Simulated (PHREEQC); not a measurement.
Consider water at 57 °C with 0.22 mol/kgw HF, 3.9e-05 mol/kgw KF, 7.7e-07 mol/kgw H4SiO4 and 0.036 mol/kgw H2SO4. Closed to the air; pH follows from the charge balance.

All values are PHREEQC results (ion-association model, wateq4f.dat), not measurements.

Each row changes one thing in this solution. Precipitation was switched off in this run.

```tsv
case	pH	ionic strength (mol/kgw)	HF (mol/kgw)	H2F2 (mol/kgw)	F- (mol/kgw)	HF2- (mol/kgw)	SI of Quartz (SiO2)
as made	1.41	0.0528	0.170	0.0225	0.00201	0.00152	-9.54
diluted 5-fold with water	1.98	0.0147	0.0395	0.00120	0.00155	0.000269	-7.39
H2SO4 left out	1.99	0.0113	0.163	0.0205	0.00656	0.00470	-10.40
HF left out	1.44	0.0499	3.85e-5	1.15e-9	4.85e-7	___	-2.55
HF from 0.22 to 0.242 mol/kgw	1.41	0.0531	0.184	___	0.00215	0.00176	___
0.16 mol/kgw Na2SO4 added	1.93	0.393	0.157	0.0208	0.00826	0.00624	-10.88
0.051 mol/kgw K2HPO4 added	2.22	0.122	0.153	0.0184	0.0128	0.00884	-11.03
KF from 3.9e-05 to 3.51e-05 mol/kgw	1.41	0.0528	0.170	0.0225	0.00201	0.00152	-9.53
```

Q: Fill in the missing entries.

A: 
- HF left out, HF2- (mol/kgw): 8.28e-11
- HF from 0.22 to 0.242 mol/kgw, H2F2 (mol/kgw): 0.0263
- HF from 0.22 to 0.242 mol/kgw, SI of Quartz (SiO2): -9.73

wateq4f.dat counts part of the HF as a dimer, H2F2, which phreeqc.dat doesn't know; its constant is uncertain. Away from 25 °C the constants follow the database's enthalpies or fits; those with neither stay at their 25 °C values. SiF6-2 is the database's only silicon fluoride.
